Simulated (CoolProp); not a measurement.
Nitrogen at 386.68 K and 0.328 MPa flows at 0.068 m/s in a round tube of 4.6 mm bore and 1.5 µm roughness, fully developed (64/Re and Nu = 3.66 if laminar; Colebrook and Gnielinski if turbulent). Each further row changes one setting.

The numbers come from the reference Helmholtz-energy equation of state, Span 2000 in CoolProp.

```tsv
case	Reynolds number	Darcy friction factor	pressure drop (Pa/m)	heat-transfer coefficient (W/(m² K))	mass flow (kg/h)
as stated	41.2	1.55	2.23	25.5	0.0116
velocity 0.136 m/s	82.4	0.777	4.46	25.5	0.0232
diameter 9.2 mm	82.4	0.777	0.557	12.7	0.0465
```

Viscosity comes from a separate model (Lemmon 2004). Thermal conductivity comes from a separate model (Lemmon 2004).
